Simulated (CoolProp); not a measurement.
Model: reference Helmholtz-energy equation of state, Lemmon 2006, in CoolProp. It is a short technical equation, of lower accuracy than the large ones.

**Question.** For hydrogen sulfide, give the phase and the Z, cp (kJ/(kg K)), speed of sound (m/s), Joule-Thomson coefficient (K/MPa) at 361.3 K and 120 bar.

**Answer.** 
- 361.3 K and 120 bar: liquid; Z 0.221, cp 2.96, speed of sound 547, Joule-Thomson coefficient 0.847
